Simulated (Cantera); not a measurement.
A Cantera script and what it prints.

```python
import numpy as np
import cantera as ct

gas_names = """
    CL CL2 H HCL H2 Si SiCL SiCL2 SiCL3 SiCL4 SiH SiHCL3 SiH2 SiH2CL2 SiH3 SiH3CL SiH4 Si2 Si3
""".split()
cond_names = """
    Si(cr) Si(L)
""".split()


# ... load() reads the species with a 1 bar reference pressure and builds the phases ...
atoms = {
    'SiHCl3': {'Si': 1, 'H': 1, 'CL': 3},
    'HCl': {'H': 1, 'CL': 1},
    'H2': {'H': 2},
}
top_T = {}  # K; cautious upper limits of use, not melting points


# ... equilibrate(T, P, feed) seeds the gas with the atoms and calls Mixture.equilibrate('TP', solver="vcs", rtol=1e-11, max_steps=5000) ...
results = []
feed = {'SiHCl3': 1, 'HCl': 2.8, 'H2': 1200}  # mol
P = 100000  # Pa
for T in [1473, 1548, 1623, 1698, 1773, 1848, 1923, 1998, 2073, 2148, 2223]:
    mix = equilibrate(T, P, feed)
    results.append((T, P, feed, dict(zip(mix.species_names, mix.species_moles))))

top = {s: max(r[3][s] / sum(r[3][g] for g in gas_names) for r in results) for s in gas_names}
cols = sorted((s for s in top if top[s] > 0.001), key=lambda s: -top[s])[:6]
seen = [c for c in cond_names if any(r[3].get(c, 0) > 1e-12 for r in results)]
print("log10 of partial pressures in bar; condensed amounts in mol")
print(f"{'T/K':>10s}" + "".join(f"{s[:9]:>10s}" for s in cols + seen))
for T, P, feed, n in results:
    ng = sum(n[g] for g in gas_names)
    print(f"{T:10.4g}" + "".join(f"{np.log10(max(n[s] / ng * P / 1e5, 1e-99)):10.3f}" for s in cols)
          + "".join(f"{n.get(c, 0):10.4g}" for c in seen))
```

Output:

```
log10 of partial pressures in bar; condensed amounts in mol
       T/K        H2         H       HCL    Si(cr)     Si(L)
      1473    -0.002    -4.899    -2.331    0.9058         0
      1548    -0.002    -4.513    -2.332    0.9019         0
      1623    -0.002    -4.161    -2.332    0.8941         0
      1698    -0.002    -3.841    -2.332         0    0.8819
      1773    -0.002    -3.547    -2.331         0    0.8751
      1848    -0.002    -3.277    -2.330         0    0.8528
      1923    -0.003    -3.027    -2.329         0    0.8049
      1998    -0.003    -2.796    -2.329         0     0.713
      2073    -0.003    -2.582    -2.329         0     0.544
      2148    -0.004    -2.382    -2.330         0    0.2409
      2223    -0.005    -2.196    -2.329         0         0
```

Cantera equilibrium calculation (NASA polynomials, part measured and part estimated; ideal gas, pure solids and liquids). The tables' values for SiCl are old estimates; treat these amounts as uncertain. Gases not in the tables: Si2H6 and higher silanes.
